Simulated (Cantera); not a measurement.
Pyrogenic steam for wet oxidation

An isothermal, constant-pressure homogeneous reactor starts with 18.9 % H₂, 11.9 % O₂, 69.2 % N₂, equivalence ratio 0.79, at 1350 K and 0.132 atm.

Model: the H2/O2 subset of GRI-Mech 3.0, which has no nitrogen chemistry, integrated in Cantera. The temperature is held fixed by assumption; the heat of reaction is taken as removed at once.

```json
[
 {"t (s)": "7.00e-5", "x H₂": "0.189", "x O₂": "0.119", "x H": "3.92e-6", "x H₂O": "4.43e-6", "x H₂O₂": "2.89e-9", "x HO₂": "2.09e-7"},
 {"t (s)": "0.000174", "x H₂": "0.178", "x O₂": "0.115", "x H": "0.00628", "x H₂O": "0.00746", "x H₂O₂": "7.49e-8", "x HO₂": "5.25e-6"},
 {"t (s)": "0.000435", "x H₂": "0.0249", "x O₂": "0.0460", "x H": "0.0740", "x H₂O": "0.127", "x H₂O₂": "5.70e-7", "x HO₂": "4.75e-6"},
 {"t (s)": "0.00108", "x H₂": "0.0202", "x O₂": "0.0404", "x H": "0.0420", "x H₂O": "0.154", "x H₂O₂": "6.69e-7", "x HO₂": "4.63e-6"},
 {"t (s)": "0.00270", "x H₂": "0.0114", "x O₂": "0.0334", "x H": "0.0136", "x H₂O": "0.184", "x H₂O₂": "7.06e-7", "x HO₂": "4.13e-6"},
 {"t (s)": "0.00673", "x H₂": "0.00368", "x O₂": "0.0290", "x H": "0.00209", "x H₂O": "0.202", "x H₂O₂": "5.20e-7", "x HO₂": "3.30e-6"},
 {"t (s)": "0.0168", "x H₂": "0.000684", "x O₂": "0.0278", "x H": "0.000157", "x H₂O": "0.207", "x H₂O₂": "2.24e-7", "x HO₂": "1.77e-6"},
 {"t (s)": "0.0418", "x H₂": "0.000107", "x O₂": "0.0277", "x H": "9.75e-6", "x H₂O": "0.208", "x H₂O₂": "6.78e-8", "x HO₂": "4.77e-7"},
 {"t (s)": "0.104", "x H₂": "2.10e-5", "x O₂": "0.0277", "x H": "8.64e-7", "x H₂O": "0.208", "x H₂O₂": "1.97e-8", "x HO₂": "1.11e-7"},
 {"t (s)": "0.259", "x H₂": "5.52e-6", "x O₂": "0.0278", "x H": "1.19e-7", "x H₂O": "0.208", "x H₂O₂": "6.38e-9", "x HO₂": "3.26e-8"},
 {"t (s)": "0.646", "x H₂": "1.86e-6", "x O₂": "0.0278", "x H": "2.37e-8", "x H₂O": "0.208", "x H₂O₂": "2.42e-9", "x HO₂": "1.50e-8"},
 {"t (s)": "1.61", "x H₂": "8.90e-7", "x O₂": "0.0278", "x H": "7.85e-9", "x H₂O": "0.208", "x H₂O₂": "1.24e-9", "x HO₂": "1.16e-8"},
 {"t (s)": "4.01", "x H₂": "7.10e-7", "x O₂": "0.0278", "x H": "5.59e-9", "x H₂O": "0.208", "x H₂O₂": "1.01e-9", "x HO₂": "1.13e-8"},
 {"t (s)": "10.0", "x H₂": "7.03e-7", "x O₂": "0.0278", "x H": "5.51e-9", "x H₂O": "0.208", "x H₂O₂": "1.01e-9", "x HO₂": "1.13e-8"}
]
```
x: mole fraction; the columns are a selection and need not sum to one.

Equilibrium at this temperature and pressure: H₂ 7.03e-7, O₂ 0.0278, H 5.51e-9, H₂O 0.208, H₂O₂ 1.01e-9, HO₂ 1.13e-8 (gas phase only).
